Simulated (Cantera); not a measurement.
# Low-pressure radical oxidation in H2/O2

A perfectly stirred reactor is fed with 4.12 % H2, 95.9 % O2, equivalence ratio 0.021, at 17.3 Torr; it is held at 1075 K, and followed from long to short residence time.

Detailed kinetics in Cantera: the H2/O2 subset of GRI-Mech 3.0, which has no nitrogen chemistry. Radical loss at walls, strong at low pressure, is not modelled. The temperature is held fixed by assumption; the heat of reaction is taken as removed at once.

| τ (s) | x H2 | x O2 | x H2O2 | x H | x HO2 | x OH | x H2O |
|---|---|---|---|---|---|---|---|
| 13 | 4.42e-5 | 0.958 | 6.81e-8 | 4.31e-6 | 8.70e-7 | 0.000159 | 0.0420 |
| 3.5 | 9.73e-5 | 0.957 | 9.24e-8 | 1.59e-5 | 1.54e-6 | 0.000249 | 0.0419 |
| 0.94 | 0.000209 | 0.957 | 1.20e-7 | 5.83e-5 | 2.54e-6 | 0.000394 | 0.0416 |
| 0.25 | 0.000443 | 0.955 | 1.53e-7 | 0.000210 | 3.94e-6 | 0.000636 | 0.0412 |
| 0.068 | 0.000925 | 0.953 | 1.94e-7 | 0.000702 | 5.63e-6 | 0.00102 | 0.0402 |
| 0.018 | 0.00200 | 0.948 | 2.50e-7 | 0.00212 | 7.36e-6 | 0.00165 | 0.0379 |
| 0.0049 | 0.00448 | 0.942 | 3.29e-7 | 0.00480 | 8.58e-6 | 0.00248 | 0.0334 |
x: mole fraction; the columns are a selection and need not sum to one.
